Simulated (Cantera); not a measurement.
Charge: 1 mol Cu₂O, 1.2 mol CO, held at 2200 K.

Equilibrium computed with Cantera from the NASA thermochemical tables; the gas is ideal and each condensed phase is pure. Candidate condensed phases: C, Cu, CuO, Cu₂O; 15 gas species. The numbers say what is thermodynamically allowed, not how fast it happens.

Task: At 10.0 mbar, list the 4 most abundant gas species with their mole fractions, and the condensed phases.

Result: Cu 0.607, CO₂ 0.259, CO 0.108, O₂ 0.0209. Condensed: gas only.
